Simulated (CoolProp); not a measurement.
Saturation properties of CF4 (R14).

Values from CoolProp's reference Helmholtz-energy equation of state, Platzer 1990. This equation is an older, rougher fit; its heat capacities, sound speeds and derivatives of the liquid may be far off and weren't checked against measurements.

```json
[
 {"T (K)": "143.1", "p (MPa)": "0.08780", "vapour density (kg/m³)": "6.704", "liquid viscosity (µPa s)": "242", "vapour viscosity (µPa s)": "8.59", "liquid conductivity (mW/(m K))": "97.0"},
 {"T (K)": "146.4", "p (MPa)": "0.1109", "vapour density (kg/m³)": "8.329", "liquid viscosity (µPa s)": "228", "vapour viscosity (µPa s)": "…", "liquid conductivity (mW/(m K))": "…"},
 {"T (K)": "149.8", "p (MPa)": "0.1394", "vapour density (kg/m³)": "10.31", "liquid viscosity (µPa s)": "215", "vapour viscosity (µPa s)": "9.06", "liquid conductivity (mW/(m K))": "92.0"},
 {"T (K)": "153.1", "p (MPa)": "0.1721", "vapour density (kg/m³)": "12.55", "liquid viscosity (µPa s)": "203", "vapour viscosity (µPa s)": "9.30", "liquid conductivity (mW/(m K))": "89.5"},
 {"T (K)": "156.5", "p (MPa)": "0.2117", "vapour density (kg/m³)": "15.24", "liquid viscosity (µPa s)": "191", "vapour viscosity (µPa s)": "9.55", "liquid conductivity (mW/(m K))": "…"},
 {"T (K)": "159.9", "p (MPa)": "0.2579", "vapour density (kg/m³)": "18.36", "liquid viscosity (µPa s)": "181", "vapour viscosity (µPa s)": "9.80", "liquid conductivity (mW/(m K))": "84.4"},
 {"T (K)": "163.2", "p (MPa)": "0.3096", "vapour density (kg/m³)": "21.85", "liquid viscosity (µPa s)": "172", "vapour viscosity (µPa s)": "10.1", "liquid conductivity (mW/(m K))": "82.0"},
 {"T (K)": "166.6", "p (MPa)": "0.3708", "vapour density (kg/m³)": "25.95", "liquid viscosity (µPa s)": "163", "vapour viscosity (µPa s)": "10.3", "liquid conductivity (mW/(m K))": "79.4"},
 {"T (K)": "170", "p (MPa)": "0.4405", "vapour density (kg/m³)": "30.64", "liquid viscosity (µPa s)": "155", "vapour viscosity (µPa s)": "10.6", "liquid conductivity (mW/(m K))": "76.9"},
 {"T (K)": "173.3", "p (MPa)": "0.5172", "vapour density (kg/m³)": "35.82", "liquid viscosity (µPa s)": "147", "vapour viscosity (µPa s)": "10.9", "liquid conductivity (mW/(m K))": "74.4"},
 {"T (K)": "176.7", "p (MPa)": "0.6062", "vapour density (kg/m³)": "41.86", "liquid viscosity (µPa s)": "…", "vapour viscosity (µPa s)": "11.2", "liquid conductivity (mW/(m K))": "71.9"},
 {"T (K)": "180", "p (MPa)": "0.7030", "vapour density (kg/m³)": "48.51", "liquid viscosity (µPa s)": "133", "vapour viscosity (µPa s)": "11.5", "liquid conductivity (mW/(m K))": "69.4"},
 {"T (K)": "183.4", "p (MPa)": "0.8141", "vapour density (kg/m³)": "…", "liquid viscosity (µPa s)": "127", "vapour viscosity (µPa s)": "11.8", "liquid conductivity (mW/(m K))": "66.9"},
 {"T (K)": "186.8", "p (MPa)": "0.9378", "vapour density (kg/m³)": "65.03", "liquid viscosity (µPa s)": "120", "vapour viscosity (µPa s)": "12.2", "liquid conductivity (mW/(m K))": "64.4"}
]
```

Problem. Some entries are withheld; supply them.

Solution. 
- 146.4, vapour viscosity (µPa s): 8.82
- 146.4, liquid conductivity (mW/(m K)): 94.5
- 156.5, liquid conductivity (mW/(m K)): 87.0
- 176.7, liquid viscosity (µPa s): 140
- 183.4, vapour density (kg/m³): 56.25

It boils at 145.1 K under 1 atm.

Viscosity comes from a separate model (Huber 2003), an estimate that may be off by 10 % or more. Thermal conductivity comes from a separate model (Huber 2003), an estimate that may be off by 10 % or more.
